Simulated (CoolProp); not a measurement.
Aqueous ethanol as a coolant, at 11 °C, 1 atm.

Computed with CoolProp (Melinder's fits for secondary coolants).

```csv
mass %,freezing point (°C),viscosity (mPa s),cp (kJ/(kg K)),density (kg/m³),conductivity (W/(m K))
4.4,-1.8,1.57,4.271,991.6,0.553
8.9,-3.8,1.97,4.335,985.2,0.524
13.4,-6.3,2.42,4.366,979.9,0.496
17.9,-9.5,2.88,4.361,974.9,0.470
22.5,-13.2,3.32,4.320,969.5,0.444
27,-17.3,3.68,4.252,963.6,0.420
31.5,-21.6,3.95,4.164,956.9,0.397
36,-25.9,4.11,4.065,949.3,0.376
40.6,-30.1,4.17,3.960,940.6,0.355
45.1,-33.9,4.14,3.858,931.4,0.335
```
